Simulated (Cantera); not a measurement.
Charge: 1 mol Cr, 21 mol H2O, 14 mol N2, held at 1 atm.

Method: chemical equilibrium by Gibbs-energy minimisation in Cantera with the NASA 1993 tables (ideal gas, pure condensed phases). Candidate condensed phases: Cr, CrN, Cr2N, Cr2O3, H2O; 29 gas species. Gases not in the tables: CrO2(OH)2. The numbers say what is thermodynamically allowed, not how fast it happens.

x: gas mole fraction; n: condensed amount in mol.

```
T (K)  x H2O   x N2    x H2      x OH       x H    x CrO2      x O2  n Cr2O3(s)
-----  -----  -----  ------  --------  --------  --------  --------  ----------
800    0.557  0.400  0.0428    <1e-12    <1e-12    <1e-12    <1e-12       0.500
1000   0.557  0.400  0.0429  1.34e-11  4.67e-10    <1e-12    <1e-12       0.500
1200   0.557  0.400  0.0429       [?]       [?]    <1e-12    <1e-12       0.500
1400   0.557  0.400  0.0429       [?]       [?]    <1e-12       [?]       0.500
1600   0.557  0.400  0.0429   5.69e-6   1.12e-5  2.47e-10   7.34e-9       0.500
1800   0.557  0.400  0.0429   6.32e-5   7.36e-5   3.50e-8   4.84e-7       0.500
2000   0.556  0.400  0.0430  0.000433  0.000335   1.79e-6   1.38e-5       0.500
2200   0.553  0.399  0.0440   0.00206   0.00117   4.33e-5  0.000203       0.499
2400   0.541  0.396  0.0491   0.00709   0.00350  0.000572   0.00154       0.487
2600   0.506  0.387  0.0631    0.0178   0.00958   0.00451   0.00569       0.382
2800   0.440  0.366  0.0840    0.0347    0.0236    0.0152    0.0129           0
```

Complete the blanks.


- 1400, x OH: 2.58e-7
- 1400, x H: 1.00e-6
- 1400, x O2: 3.40e-11
- 1200, x OH: 4.21e-9
- 1200, x H: 4.06e-8
